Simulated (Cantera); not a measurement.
Equilibrium for fluorocarbon and chlorocarbon gases: CH₃Cl + CH₄ + H₂

A closed system holds: 1 mol CH₃Cl, 0.82 mol CH₄, 11 mol H₂, at 0.000270 bar.

These are equilibrium values from Cantera (NASA tables, ideal gas, pure condensed phases), not measurements of a reactor. Candidate condensed phases: C, C₆H₆, C₇H₈, C₈H₁₈; 91 gas species. Kinetics and transport are ignored.

```csv
T (°C),log p H,log p C,log p Cl,log p H₂,log p C₃
2552,-3.61,-5.42,-5.05,-5.12,-5.44
2627,-3.61,-5.24,-5.05,-5.34,-5.55
2702,-3.61,-5.09,-5.06,-5.54,-5.70
2777,-3.61,-4.98,-5.06,-5.74,-5.93
2852,-3.61,-4.90,-5.06,-5.94,-6.24
2927,-3.61,-4.85,-5.06,-6.12,-6.63
3002,-3.61,-4.83,-5.06,-6.29,-7.06
3077,-3.61,-4.82,-5.06,-6.45,-7.50
3152,-3.61,-4.81,-5.06,-6.61,-7.94
3227,-3.61,-4.81,-5.06,-6.76,-8.37
```
log p: log10 of the partial pressure in bar; nothing condenses.

From 2552 °C to 3227 °C nothing is condensed. The main C-bearing gas is C₃ at 2552 °C and C at 3227 °C.
